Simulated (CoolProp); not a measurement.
A single-stage vapour-compression cycle with the fluid: evaporating at 256.15 K (dew point), condensing at 323.15 K (bubble point), superheat 0 K, subcooling 8 K, compressor efficiency 0.75, no pressure losses. The same conditions are run with several fluids, on thermodynamics alone (safety and materials aside).

Model: reference Helmholtz-energy equation of state of each fluid (trans-2-butene: Lemmon 2005; R410A: Lemmon 2003; isobutane: Bücker 2006; R142b: Lemmon 2006; R134a: Tillner-Roth 1994; R123: Younglove 1994), in CoolProp. Blends and air are pseudo-pure fits.

**Question.** Rank trans-2-butene, R410A, isobutane, R142b, R134a, R123 by cooling COP, highest first.

**Answer.** R123 (2.34), trans-2-butene (2.32), R142b (2.28), isobutane (2.18), R134a (2.13), R410A (1.99)

```csv
fluid,pressure ratio,discharge temperature (K),refrigerating effect (kJ/kg),volumetric capacity (kJ/m³)
trans-2-butene,9.95,343.3,287,376
R410A,6.88,367.8,146,2510
isobutane,8.34,331.2,230,535
R142b,9.38,346.2,152,539
R134a,8.74,345.1,129,988
R123,15.1,342.9,129,132
```
